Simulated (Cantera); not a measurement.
A perfectly stirred reactor is fed with CH₄ : H₂ = 1 : 21 (molar parts), at 0.000580 bar; it is held at 1925 K, and followed from long to short residence time.

Cantera simulation using GRI-Mech 3.0 (53 species, 325 reactions); the numbers are that mechanism's predictions, not measurements. GRI-Mech 3.0 stops at C3 and has no aromatics, soot or wall deposition, so with more carbon than oxygen in the feed, carbon stays in small species such as C2H2 where larger ones or solid carbon would form. Radical loss at walls, strong at low pressure, is not modelled.

Task: Predict: x(CH₄) at τ = 2.10 s; x(H₂) at τ = 2.10 s; x(H) at τ = 2.10 s; x(C₂H₂) at τ = 2.10 s; x(C₂H) at τ = 2.10 s; x(CH₄) at τ = 44.0 ms; x(H₂) at τ = 44.0 ms; x(H) at τ = 44.0 ms; x(C₂H₂) at τ = 44.0 ms.

Result: 
```json
{
  "x(CH₄) at τ = 2.10 s": "0.0165",
  "x(H₂) at τ = 2.10 s": "0.964",
  "x(H) at τ = 2.10 s": "0.00471",
  "x(C₂H₂) at τ = 2.10 s": "0.0129",
  "x(C₂H) at τ = 2.10 s": "9.05e-7",
  "x(CH₄) at τ = 44.0 ms": "0.0449",
  "x(H₂) at τ = 44.0 ms": "0.954",
  "x(H) at τ = 44.0 ms": "0.000509",
  "x(C₂H₂) at τ = 44.0 ms": "1.31e-5"
}
```
